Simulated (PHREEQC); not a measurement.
Consider water at 25 °C with 0.2 mol MgSO4, 1.8 mol HCl and 0.0059 mol KCl per kg of water. Closed to the air; pH follows from the charge balance.

Equilibrium calculation in PHREEQC: ion-association model, wateq4f.dat.

Precipitation was switched off in this run.

Task: Estimate the pH, activity of water.

Result: pH -0.07; activity of water 0.935.

Task: In which forms is Mg present?

Result: Mg+2 95 %, MgSO4 5.1 % of the Mg.

Caution: at this ionic strength the ion-association model is outside its range; a Pitzer model would be the better tool where its parameters exist. Complexes and solids missing from the database can't appear.
